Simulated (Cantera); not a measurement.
Input (Python, Cantera):

```python
import numpy as np
import cantera as ct

gas = ct.Solution("gri30.yaml")
gas.TPX = 1073, 54000, {'N2O': 1, 'O2': 0.99}
reactor = ct.IdealGasConstPressureReactor(gas, energy="off", clone=False)
net = ct.ReactorNet([reactor])
net.rtol, net.atol = 1e-08, 1e-18
show = ['N2O', 'O2', 'NO2', 'NO', 'N2']
times = np.geomspace(0.0001, 5, 10)

steps = ct.SolutionArray(gas, extra=["t"])
rows = []
print(f"{'t/s':>10s}{'T/K':>9s}{'P/Pa':>11s}" + "".join(f"{s:>11s}" for s in show))
for t in times:
    while net.time < t:
        t_next = net.step()
        steps.append(gas.state, t=t_next)
    rows.append([np.interp(t, steps.t, y) for y in (steps.T, steps.P, *steps(*show).X.T)])
    print(f"{t:10.3e}{rows[-1][0]:9.1f}{rows[-1][1]:11.4g}" + "".join(f"{x:11.3e}" for x in rows[-1][2:]))
rate = np.gradient(steps.T, steps.t)
print("integrator steps:", len(steps.t))
if steps.T.max() > steps.T[0] + 200:
    print(f"time of steepest temperature rise: {steps.t[rate.argmax()]:.4e} s")
gas.TPX = 1073, 54000, {'N2O': 1, 'O2': 0.99}
gas.equilibrate("TP")
print(f"equilibrium (TP): T = {gas.T:.1f} K  " + "  ".join(f"{s} {gas[s].X[0]:.3e}" for s in show))
```

Result:

```
       t/s      T/K       P/Pa        N2O         O2        NO2         NO         N2
 1.000e-04   1073.0    5.4e+04  5.025e-01  4.975e-01  5.961e-14  4.346e-08  8.859e-07
 3.327e-04   1073.0    5.4e+04  5.025e-01  4.975e-01  1.173e-12  1.933e-07  3.331e-06
 1.107e-03   1073.0    5.4e+04  5.025e-01  4.975e-01  1.521e-11  6.963e-07  1.150e-05
 3.684e-03   1073.0    5.4e+04  5.025e-01  4.975e-01  1.757e-10  2.370e-06  3.869e-05
 1.226e-02   1073.0    5.4e+04  5.023e-01  4.975e-01  1.949e-09  7.936e-06  1.291e-04
 4.079e-02   1073.0    5.4e+04  5.020e-01  4.976e-01  2.055e-08  2.643e-05  4.299e-04
 1.357e-01   1073.0    5.4e+04  5.007e-01  4.978e-01  1.958e-07  8.771e-05  1.428e-03
 4.516e-01   1073.0    5.4e+04  4.964e-01  4.986e-01  1.417e-06  2.893e-04  4.726e-03
 1.503e+00   1073.0    5.4e+04  4.826e-01  5.010e-01  6.595e-06  9.403e-04  1.543e-02
 5.000e+00   1073.0    5.4e+04  4.403e-01  5.085e-01  2.264e-05  2.914e-03  4.826e-02
integrator steps: 512
equilibrium (TP): T = 1073.0 K  N2O 3.227e-09  O2 5.984e-01  NO2 3.318e-06  NO 8.010e-05  N2 4.016e-01
```

Cantera simulation using GRI-Mech 3.0 (53 species, 325 reactions); the numbers are that mechanism's predictions, not measurements. GRI-Mech 3.0 was tuned for natural gas; its chemistry of N2O as a main component is partial and can be far from experiment. The mechanism lacks the step 2 NO + O2 → 2 NO2, which can matter for NO2 below about 1400 K. The temperature is held fixed by assumption; the heat of reaction is taken as removed at once.
